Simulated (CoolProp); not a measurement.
R365MFC along the isobar 0.253 MPa: Z from the reference equation and from simpler models built on Tc = 186.9 °C, pc = 3.266 MPa, ω = 0.377; each cubic takes its own stable root.

Model: reference Helmholtz-energy equation of state, Lemmon 2016, in CoolProp.

```
T (°C)  phase  reference
------  -----  ---------
129.15    gas     0.9548
135.65    gas     0.9573
142.15    gas     0.9596
148.65    gas     0.9617
155.15    gas     0.9637
161.65    gas     0.9655
168.25    gas     0.9672
174.75    gas     0.9687
181.25    gas     0.9702
187.75    gas     0.9715
194.25    gas     0.9728
200.75    gas     0.9740
207.35    gas     0.9752
213.85    gas     0.9762
220.35    gas     0.9773
226.85    gas     0.9782
```

Task: How far does each simpler model (Pitzer virial, van der Waals, Redlich-Kwong, Soave-Redlich-Kwong, Peng-Robinson) lie from the reference over these 16 states: mean and median of the absolute difference, and the worst?

Result: 
- Pitzer virial: mean 0.1 %, median 0.1 %, worst +0.2 % at 226.85 °C and 0.253 MPa
- van der Waals: mean 0.7 %, median 0.6 %, worst +1.3 % at 129.15 °C and 0.253 MPa
- Redlich-Kwong: mean 0.3 %, median 0.2 %, worst +0.6 % at 129.15 °C and 0.253 MPa
- Soave-Redlich-Kwong: mean 0.2 %, median 0.2 %, worst +0.2 % at 226.85 °C and 0.253 MPa
- Peng-Robinson: mean 0.1 %, median 0.1 %, worst -0.2 % at 148.65 °C and 0.253 MPa
